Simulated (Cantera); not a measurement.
An isothermal plug-flow reactor at 675 K and 4.84 atm (inlet), inlet velocity 0.35 m/s, active area per volume 230 1/m; feed H₂ : O₂ : N₂ = 0.0042 : 0.022 : 0.79 (molar parts), equivalence ratio 0.095.

Model: Deutschmann's 1995 Pt surface mechanism with GRI-Mech 3.0 gas chemistry, integrated in Cantera. Catalytic surfaces can have several steady states; this one follows from the mechanism file's or the stated starting coverage. Mass transfer to the wall is taken as infinitely fast.

Q: What does this change do: area per volume 230 to 53 1/m?

A: 
| quantity | before | after |
|---|---|---|
| x(H₂) at z = 0.006 m | 0.000103 | 0.000454 |
| x(O₂) at z = 0.006 m | 0.0245 | 0.0247 |
| x(H₂O) at z = 0.006 m | 0.00506 | 0.00470 |
| θ(free Pt) at the exit | 0.00919 | 0.0327 |
| θ(O*) at the exit | 0.987 | 0.961 |
| θ(OH*) at the exit | 0.00351 | 0.00639 |
